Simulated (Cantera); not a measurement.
An isothermal plug-flow reactor at 775 K and 1.97 atm (inlet), inlet velocity 0.48 m/s, active area per volume 240 1/m; feed 0.443 % H2, 9.07 % O2, 83.3 % N2, 7.17 % H2O.

Cantera simulation using Deutschmann's 1995 Pt surface mechanism with GRI-Mech 3.0 gas chemistry; the numbers are that mechanism's predictions, not measurements. Catalytic surfaces can have several steady states; this one follows from the mechanism file's or the stated starting coverage. Mass transfer to the wall is taken as infinitely fast.

One state of this run: x H2 = 5.38e-5; x O2 = 0.0887; x H2O = 0.0763; θ free Pt = 0.0203; θ O* = 0.973; θ OH* = 0.00672. x: gas mole fraction; θ: surface coverage.

Question: Which value of z (m) does it belong to?
A. 0.00017
B. 0.0094
C. 0.00094
D. 9.4e-05

Answer: B, 0.0094
